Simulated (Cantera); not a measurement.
**Gas activation for diamond growth**

An isothermal, constant-pressure homogeneous reactor starts with CH₄ : H₂ : N₂ = 0.021 : 1 : 0.0091 (molar parts), at 1525 K and 41.3 Torr.

Computed with Cantera and GRI-Mech 3.0 (53 species, 325 reactions). GRI-Mech 3.0 stops at C3 and has no aromatics, soot or wall deposition, so with more carbon than oxygen in the feed, carbon stays in small species such as C2H2 where larger ones or solid carbon would form.

```csv
t (s),x CH₄,x H₂,x HCN,x C₂H,x CH₃
6.00e-5,0.0204,0.971,<1e-12,<1e-12,4.52e-8
0.000190,0.0204,0.971,<1e-12,<1e-12,1.31e-7
0.000600,0.0204,0.971,<1e-12,<1e-12,4.02e-7
0.00190,0.0204,0.971,<1e-12,<1e-12,1.26e-6
0.00600,0.0204,0.971,<1e-12,<1e-12,3.95e-6
0.0190,0.0204,0.971,<1e-12,<1e-12,1.21e-5
0.0600,0.0203,0.971,<1e-12,<1e-12,3.00e-5
0.190,0.0202,0.971,1.64e-12,8.82e-12,3.84e-5
0.600,0.0199,0.971,7.14e-12,4.34e-11,3.79e-5
1.90,0.0189,0.971,2.41e-11,1.46e-10,3.61e-5
6.00,0.0162,0.973,7.34e-11,4.19e-10,3.13e-5
19.0,0.0111,0.975,1.98e-10,9.56e-10,2.21e-5
60.0,0.00580,0.978,4.48e-10,1.56e-9,1.18e-5
```
x: mole fraction; the columns are a selection and need not sum to one.

Equilibrium at this temperature and pressure: CH₄ 0.00285, H₂ 0.980, HCN 0.00347, C₂H 1.52e-9, CH₃ 5.93e-6 (gas phase only).
